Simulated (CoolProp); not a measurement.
Properties of methanol along the isotherm 206.85 °C (Tc = 240.2 °C, pc = 8.216 MPa, ω = 0.565).

Values from CoolProp's reference Helmholtz-energy equation of state, de Reuck 1993.

```
p (MPa)   phase  density (kg/m³)  speed of sound (m/s)  Joule-Thomson coefficient (K/MPa)  expansivity (1/kK)  Prandtl number  fugacity coefficient
-------  ------  ---------------  --------------------  ---------------------------------  ------------------  --------------  --------------------
0.13        gas            1.051                 379.6                              16.05               2.148           0.816                0.9934
0.267       gas            2.174                 377.8                              16.11               2.221           0.825                0.9864
0.548       gas            4.532                 374.0                              16.27               2.387           0.847                0.9720
1.12        gas            9.599                 365.4                              16.61               2.816           0.903                0.9420
2.31        gas            21.80                 343.2                              16.86               4.405            1.13                0.8767
4.74     liquid            532.1                 417.9                             0.7680               6.908            2.62                0.7155
9.74     liquid            566.6                 538.9                             0.3751               4.234            2.53                0.3745
20       liquid            606.2                 685.0                             0.1253               2.772            2.59                0.2098
41.1     liquid            652.9                 876.0                           -0.04348               1.848            2.75                0.1335
```

Viscosity comes from a separate model (Xiang 2006). Thermal conductivity comes from a separate model (Sykioti 2013).
